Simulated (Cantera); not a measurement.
A closed system holds: 1 mol SiC, 0.0052 mol O₂, 800 mol H₂, 0.015 mol H₂O, at 10.0 mbar.

Method: chemical equilibrium by Gibbs-energy minimisation in Cantera with the NASA 1993 tables (ideal gas, pure condensed phases). Candidate condensed phases: C, C₆H₆, C₇H₈, C₈H₁₈, H₂O, Si, SiC, SiO₂; 123 gas species. The numbers say what is thermodynamically allowed, not how fast it happens. All values below are at 1223 K.

Base state: H₂ 1.000, SiO 1.71e-5, CO 1.45e-5 (mole fractions); condensed: SiC(s).

Task: What changes in the equilibrium state with this change: SiC replaced by Si₃N₄?

Result: 
```tsv
species	before	after
H₂	1.000	1.000
N₂	0	1.06e-5
SiO	1.71e-5	1.76e-8
CO	1.45e-5	0
SiC(s), mol	0.986	0
Si₂N₂O(s), mol	0	0.0254
Si₃N₄(s), mol	0	0.983
```
Mutual solubility and eutectic melting of coexisting phases are not modelled. Further candidate phases: Si₂N₂O, Si₃N₄.
